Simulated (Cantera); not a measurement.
Standard-state values (1 bar) from the NASA 1993 polynomials, evaluated with Cantera. Values are per mole of reaction as written; species without (g) are pure solids or liquids, kept so even where they would boil at 1 bar.

2 F(g) → F2(g)

```json
[
 {"T (K)": "2300", "ΔH° (kJ)": "-169.5", "ΔS° (J/K)": "-129.4", "ΔG° (kJ)": "128.0", "log10 K": "-2.91"},
 {"T (K)": "2400", "ΔH° (kJ)": "-169.8", "ΔS° (J/K)": "-129.5", "ΔG° (kJ)": "141.0", "log10 K": "-3.07"},
 {"T (K)": "2500", "ΔH° (kJ)": "___", "ΔS° (J/K)": "___", "ΔG° (kJ)": "___", "log10 K": "___"},
 {"T (K)": "2600", "ΔH° (kJ)": "___", "ΔS° (J/K)": "___", "ΔG° (kJ)": "___", "log10 K": "___"},
 {"T (K)": "2700", "ΔH° (kJ)": "___", "ΔS° (J/K)": "___", "ΔG° (kJ)": "___", "log10 K": "___"},
 {"T (K)": "2800", "ΔH° (kJ)": "___", "ΔS° (J/K)": "___", "ΔG° (kJ)": "___", "log10 K": "___"},
 {"T (K)": "2900", "ΔH° (kJ)": "-171.4", "ΔS° (J/K)": "-130.1", "ΔG° (kJ)": "205.9", "log10 K": "-3.71"}
]
```

Some entries are withheld; supply them.


- 2500, ΔH° (kJ): -170.1
- 2500, ΔS° (J/K): -129.6
- 2500, ΔG° (kJ): 153.9
- 2500, log10 K: -3.22
- 2600, ΔH° (kJ): -170.4
- 2600, ΔS° (J/K): -129.7
- 2600, ΔG° (kJ): 166.9
- 2600, log10 K: -3.35
- 2700, ΔH° (kJ): -170.7
- 2700, ΔS° (J/K): -129.8
- 2700, ΔG° (kJ): 179.9
- 2700, log10 K: -3.48
- 2800, ΔH° (kJ): -171.0
- 2800, ΔS° (J/K): -130.0
- 2800, ΔG° (kJ): 192.9
- 2800, log10 K: -3.60
